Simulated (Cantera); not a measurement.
An adiabatic, constant-volume homogeneous reactor starts with H2 : O2 : N2 = 1 : 0.794 : 2.98 (molar parts), equivalence ratio 0.63, at 1123 K and 1.00 bar. Integrator tolerance rtol = 1e-08.

Computed with Cantera and the H2/O2 subset of GRI-Mech 3.0, which has no nitrogen chemistry.

Task: What does this change do: pressure from 1.00 bar to 9.00 bar?

Result: 
```tsv
quantity	before	after
time of steepest temperature rise	73.4 µs	0.560 ms
temperature at 0.400 s	2700 K	2803 K
equilibrium temperature	2700 K	2803 K
x(H2) at 0.400 s	0.00820 (gas-phase equilibrium 0.00820)	0.00422 (gas-phase equilibrium 0.00422)
x(O2) at 0.400 s	0.0639 (gas-phase equilibrium 0.0639)	0.0646 (gas-phase equilibrium 0.0646)
x(OH) at 0.400 s	0.0228 (gas-phase equilibrium 0.0228)	0.0175 (gas-phase equilibrium 0.0175)
x(H2O2) at 0.400 s	8.19e-7 (gas-phase equilibrium 8.19e-7)	3.15e-6 (gas-phase equilibrium 3.15e-6)
x(HO2) at 0.400 s	1.66e-5 (gas-phase equilibrium 1.66e-5)	3.74e-5 (gas-phase equilibrium 3.74e-5)
```
The hydrogen kinetics of GRI-Mech 3.0 are dated; newer H2 mechanisms differ, most at raised pressure.
